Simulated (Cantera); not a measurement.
# Reactions in the system H-I-Mg

Cantera with NASA thermochemical tables; ideal gases at 1 bar, condensed phases pure. Values are per mole of reaction as written; species without (g) are pure solids or liquids, kept so even where they would boil at 1 bar.

2 HI(g) + Mg(g) → 2 H(g) + MgI2

| T (K) | ΔH° (kJ) | ΔS° (J/K) | ΔG° (kJ) | log10 K | condensed phases |
|---|---|---|---|---|---|
| 548 | -120.6 | -178.1 | -23.0 | 2.19 | MgI2(s) |
| 648 | -116.3 | -170.9 | -5.6 | 0.45 | MgI2(s) |
| 748 | -112.0 | -164.7 | 11.2 | -0.78 | MgI2(s) |
| 848 | -107.6 | -159.2 | 27.4 | -1.69 | MgI2(s) |
| 948 | -73.5 | -121.5 | 41.7 | -2.30 | MgI2(l) |
| 1048 | -68.0 | -116.0 | 53.6 | -2.67 | MgI2(l) |
| 1148 | -62.6 | -111.1 | 65.0 | -2.96 | MgI2(l) |
